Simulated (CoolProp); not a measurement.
Values from CoolProp's reference Helmholtz-energy equation of state, Lemmon 2016.

Task: For R365MFC, give the phase and the Z, cv (kJ/(kg K)), fugacity coefficient at 344.9 K and 0.101 MPa.

Result: 
- 344.9 K and 0.101 MPa: gas; Z 0.969, cv 1.02, fugacity coefficient 0.970
